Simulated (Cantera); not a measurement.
An adiabatic, constant-volume homogeneous reactor starts with 3.45 % CH4, 20.3 % O2, 76.3 % N2, equivalence ratio 0.34, at 1350 K and 10.0 bar.

Model: GRI-Mech 3.0 (53 species, 325 reactions), integrated in Cantera.

One state of this run: T (K) = 2248; P (bar) = 16.7; x CH4 = <1e-12; x O2 = 0.128; x O = 0.000320; x H = 1.53e-5; x HO2 = 7.91e-6; x CH2 = <1e-12; x H2O = 0.0678. x: mole fraction; the columns are a selection and need not sum to one.

### Question
Which value of t (s) does it belong to?
(A) 1.66e-5
(B) 0.00706
(C) 0.00125
(D) 0.224

### Answer
D, 0.224
